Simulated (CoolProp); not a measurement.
Vapour-liquid equilibrium of C3F8 (R218) (1) + R134a (2) at 288.3 K; x and y are mole fractions of (1).

Computed with CoolProp (multi-fluid Helmholtz-energy mixture model, Lemmon 2006 and Tillner-Roth 1994; pair parameters Bell 2016).

Q: Give the bubble pressure and the first vapour's composition at x = 0.275, 0.65, 0.8. Is there an azeotrope?

A: x = 0.275: 7.147 bar, y = 0.428; x = 0.65: 7.762 bar, y = 0.640; x = 0.8: 7.578 bar, y = 0.745. y crosses x between x = 0.575 and 0.65: the model has an azeotrope there.

The pair parameters rest on a limited set of measurements; away from them the model extrapolates.
